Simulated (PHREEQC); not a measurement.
Make-up at 35 °C: 0.079 mol MgCl2, 0.0011 mol Na2SO4 and 0.00086 mol H4SiO4 per kg of water. Closed to the air; pH follows from the charge balance.

Computed with PHREEQC (ion-association model, wateq4f.dat).

Precipitation was switched off in this run.

### Question
Order these S species by the share of S that they hold, largest first: NaSO4-, MgSO4, SO4-2.

### Answer
MgSO4 (66 %), SO4-2 (34 %), NaSO4- (0.11 %)

The pH is 6.17 and the ionic strength 0.237 mol/kgw. The solution is supersaturated, for example in Quartz (slow to form), Chalcedony (slow to form), so a real one may precipitate; this is no full list. Complexes and solids missing from the database can't appear.
